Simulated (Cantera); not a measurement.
# Equilibrium for carbothermic reduction: Fe3O4 + CH4 + CO

Feed: 1 mol Fe3O4, a varied amount of CH4, 2.4 mol CO, held at 1950 °C and 57000 Pa.

These are equilibrium values from Cantera (NASA tables, ideal gas, pure condensed phases), not measurements of a reactor. Candidate condensed phases: C, C6H6, C7H8, C8H18, Fe, Fe(CO)5, FeO, Fe(OH)2, Fe(OH)3, Fe2O3, Fe3O4, H2O; 114 gas species. Each liquid is taken as pure. Mutual solubility and eutectic melting of coexisting phases are not modelled. The tables' stoichiometric FeO is somewhat more stable than real wüstite, so its field is too wide. FeO: taken at fixed stoichiometry. The numbers say what is thermodynamically allowed, not how fast it happens.

From 0.33 mol CH4 to 0.44 mol CH4 the condensed part is FeO(l). From 0.55 mol CH4 to 1.5 mol CH4 the condensed part is Fe(l) + FeO(l). The main Fe-bearing gas is Fe throughout.

| n(CH4) (mol) | x CO | x H2 | x H2O | x CO2 | n FeO(l) | n Fe(l) |
|---|---|---|---|---|---|---|
| 0.33 | 0.691 | 0.103 | 0.0888 | 0.111 | 2.99 | 0 |
| 0.44 | 0.687 | 0.150 | 0.0832 | 0.0712 | 2.98 | 0 |
| 0.55 | 0.663 | 0.180 | 0.0869 | 0.0596 | 2.85 | 0.125 |
| 0.66 | 0.636 | 0.200 | 0.0965 | 0.0572 | 2.66 | 0.314 |
| 0.77 | 0.612 | 0.217 | 0.105 | 0.0551 | 2.47 | 0.502 |
| 0.88 | 0.592 | 0.232 | 0.112 | 0.0532 | 2.28 | 0.690 |
| 0.98 | 0.576 | 0.244 | 0.118 | 0.0518 | 2.10 | 0.862 |
| 1.1 | 0.559 | 0.257 | 0.124 | 0.0502 | 1.90 | 1.07 |
| 1.2 | 0.546 | 0.266 | 0.128 | 0.0491 | 1.72 | 1.24 |
| 1.3 | 0.534 | 0.274 | 0.132 | 0.0480 | 1.55 | 1.41 |
| 1.4 | 0.524 | 0.282 | 0.136 | 0.0471 | 1.38 | 1.58 |
| 1.5 | 0.514 | 0.289 | 0.139 | 0.0462 | 1.20 | 1.75 |
x: gas mole fraction; n: condensed amount in mol.
